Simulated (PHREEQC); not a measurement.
1 kg of water holding 0.015 mol MgSO4 and 0.047 mol NaCl is evaporated at 75 °C; the solids stay in contact with the brine. CO2 from the air is kept out. Solids allowed: Bischofite, Bloedite, Brucite, Epsomite, Halite, Hexahydrite, Kieserite, Mirabilite, Thenardite, MgCl2_4H2O. Others were left out.

Equilibrium calculation in PHREEQC: Pitzer model, pitzer.dat.

Predict ionic strength, S in solution (mol/kgw), Cl in solution (mol/kgw) at water left (kg) = 0.6755, 0.3082, 0.03564.


```json
[
 {"water left (kg)": "0.6755", "ionic strength": "0.158", "S in solution (mol/kgw)": "0.0222", "Cl in solution (mol/kgw)": "0.0696"},
 {"water left (kg)": "0.3082", "ionic strength": "0.347", "S in solution (mol/kgw)": "0.0487", "Cl in solution (mol/kgw)": "0.152"},
 {"water left (kg)": "0.03564", "ionic strength": "3.00", "S in solution (mol/kgw)": "0.421", "Cl in solution (mol/kgw)": "1.32"}
]
```

Away from 25 °C the constants follow the database's enthalpies or fits; those with neither stay at their 25 °C values.
